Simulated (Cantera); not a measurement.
Input (Python, Cantera):

```python
import numpy as np
import cantera as ct

gas = ct.Solution("gri30.yaml")


def delay(T, t_max=10):
    gas.TPX = T, 470000, {'C3H8': 1, 'O2': 3.33, 'N2': 12.5}
    reactor = ct.IdealGasReactor(gas, clone=False)
    net = ct.ReactorNet([reactor])
    net.rtol, net.atol = 1e-8, 1e-16
    while net.time < t_max:
        t_old, T_old = net.time, reactor.T
        net.step()
        if reactor.T > T + 400:  # ignition: a rise of 400 K
            return t_old + (T + 400 - T_old) / (reactor.T - T_old) * (net.time - t_old)
    return np.nan


taus = []
for T in [1300, 1400, 1500, 1600, 1700, 1800, 1900, 2000, 2100]:
    taus.append(delay(T))
    print(f"T0 = {T:6g} K   tau = {taus[-1]:.4e} s")
```

Output:

```
T0 =   1300 K   tau = 4.3123e-04 s
T0 =   1400 K   tau = 9.4403e-05 s
T0 =   1500 K   tau = 2.8388e-05 s
T0 =   1600 K   tau = 1.1245e-05 s
T0 =   1700 K   tau = 5.5459e-06 s
T0 =   1800 K   tau = 3.2275e-06 s
T0 =   1900 K   tau = 2.1203e-06 s
T0 =   2000 K   tau = 1.5210e-06 s
T0 =   2100 K   tau = 1.1628e-06 s
```

Computed with Cantera and GRI-Mech 3.0 (53 species, 325 reactions). GRI-Mech 3.0 was tuned for natural gas; its chemistry of propane as a main component is partial and can be far from experiment.
